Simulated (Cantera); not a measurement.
Input (Python, Cantera):

```python
import numpy as np
import cantera as ct

gas = ct.Solution("gri30.yaml")
gas.TPX = 925, 1333, {'H2': 0.14, 'O2': 1}
reactor = ct.IdealGasConstPressureReactor(gas, energy="off", clone=False)
net = ct.ReactorNet([reactor])
net.rtol, net.atol = 1e-08, 1e-18
show = ['H2', 'O2', 'H2O', 'OH', 'HO2', 'H2O2']
times = np.geomspace(2e-05, 70, 13)

steps = ct.SolutionArray(gas, extra=["t"])
rows = []
print(f"{'t/s':>10s}{'T/K':>9s}{'P/Pa':>11s}" + "".join(f"{s:>11s}" for s in show))
for t in times:
    while net.time < t:
        t_next = net.step()
        steps.append(gas.state, t=t_next)
    rows.append([np.interp(t, steps.t, y) for y in (steps.T, steps.P, *steps(*show).X.T)])
    print(f"{t:10.3e}{rows[-1][0]:9.1f}{rows[-1][1]:11.4g}" + "".join(f"{x:11.3e}" for x in rows[-1][2:]))
rate = np.gradient(steps.T, steps.t)
print("integrator steps:", len(steps.t))
if steps.T.max() > steps.T[0] + 200:
    print(f"time of steepest temperature rise: {steps.t[rate.argmax()]:.4e} s")
gas.TPX = 925, 1333, {'H2': 0.14, 'O2': 1}
gas.equilibrate("TP")
print(f"equilibrium (TP): T = {gas.T:.1f} K  " + "  ".join(f"{s} {gas[s].X[0]:.3e}" for s in show))
```

Output:

```
       t/s      T/K       P/Pa         H2         O2        H2O         OH        HO2       H2O2
 2.000e-05    925.0       1333  1.228e-01  8.772e-01  1.145e-14  7.670e-14  2.273e-12  1.068e-17
 7.021e-05    925.0       1333  1.228e-01  8.772e-01  3.886e-13  6.993e-13  8.002e-12  1.314e-16
 2.464e-04    925.0       1333  1.228e-01  8.772e-01  1.019e-11  4.888e-12  2.838e-11  1.631e-15
 8.651e-04    925.0       1333  1.228e-01  8.772e-01  3.292e-10  5.874e-11  1.071e-10  2.084e-14
 3.037e-03    925.0       1333  1.228e-01  8.772e-01  2.822e-07  3.891e-08  7.370e-09  1.356e-12
 1.066e-02    925.0       1333  9.722e-03  8.415e-01  1.005e-01  3.089e-03  1.512e-05  3.365e-07
 3.742e-02    925.0       1333  4.604e-04  8.680e-01  1.300e-01  3.846e-04  8.255e-06  2.600e-07
 1.313e-01    925.0       1333  4.279e-05  8.691e-01  1.307e-01  8.624e-05  1.782e-06  1.297e-07
 4.610e-01    925.0       1333  3.995e-06  8.691e-01  1.308e-01  2.851e-05  2.889e-07  5.069e-08
 1.618e+00    925.0       1333  2.765e-07  8.692e-01  1.308e-01  1.085e-05  4.656e-08  1.790e-08
 5.681e+00    925.0       1333  2.298e-08  8.692e-01  1.308e-01  4.700e-06  9.312e-09  6.382e-09
 1.994e+01    925.0       1333  4.065e-09  8.692e-01  1.308e-01  2.247e-06  2.260e-09  2.324e-09
 7.000e+01    925.0       1333  9.435e-10  8.692e-01  1.308e-01  1.127e-06  6.203e-10  8.150e-10
integrator steps: 1750
equilibrium (TP): T = 925.0 K  H2 9.560e-12  O2 8.692e-01  H2O 1.308e-01  OH 1.136e-07  HO2 2.872e-10  H2O2 1.406e-11
```

Detailed kinetics in Cantera: GRI-Mech 3.0 (53 species, 325 reactions). Radical loss at walls, strong at low pressure, is not modelled. Below about 950 K walls govern HO2 and H2O2 in real vessels. The temperature is held fixed by assumption; the heat of reaction is taken as removed at once.
